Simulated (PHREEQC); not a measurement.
A solution holds 0.16 mol H2SO4, 5.9e-05 mol CaCl2, 0.00013 mol MgCl2 and 0.027 mol NH4HCO3 per kg of water, at 20 °C. Closed to the air; pH follows from the charge balance.

Computed with PHREEQC (ion-association model, phreeqc.dat).

This is a speciation only: nothing precipitates in the calculation.

Question: Order these Ca species by the share of Ca that they hold, largest first: CaSO4, Ca+2, CaHSO4+.

Answer: Ca+2 (52 %), CaHSO4+ (25 %), CaSO4 (22 %)

The pH is 0.88 and the ionic strength 0.219 mol/kgw. Carbamate, which ammonia and carbonate form, is missing from the database.
